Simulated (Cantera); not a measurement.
A closed system holds: 1 mol SiCl4, 0.66 mol Cl2, 0.53 mol H2, equilibrated at 1675 K and 52000 Pa.

Cantera equilibrium calculation (NASA polynomials, part measured and part estimated; ideal gas, pure solids and liquids). Candidate condensed phases: Si; 19 gas species. The tables' values for SiCl3 are old estimates; treat these amounts as uncertain. Equilibrium is a limit: real reactors are often held back by kinetics, nucleation or transport.

Base state: HCl 0.473, SiCl4 0.445, Cl 0.0444, Cl2 0.0363, SiCl3 0.000922 (mole fractions); condensed: gas only.

**Question.** What changes in the equilibrium state with this change: temperature from 1675 K to 748 K?

**Answer.** 
| species | before | after |
|---|---|---|
| HCl | 0.473 | 0.484 |
| SiCl4 | 0.445 | 0.457 |
| Cl2 | 0.0363 | 0.0594 |
| Cl | 0.0444 | 8.69e-7 |
| SiCl3 | 0.000922 | <1e-9 |

**Question.** What changes in the equilibrium state with this change: temperature from 1675 K to 648.15 K?

**Answer.** 
```
species    before    after
-------  --------  -------
HCl         0.473    0.484
SiCl4       0.445    0.457
Cl2        0.0363   0.0594
Cl         0.0444  4.11e-8
SiCl3    0.000922    <1e-9
```
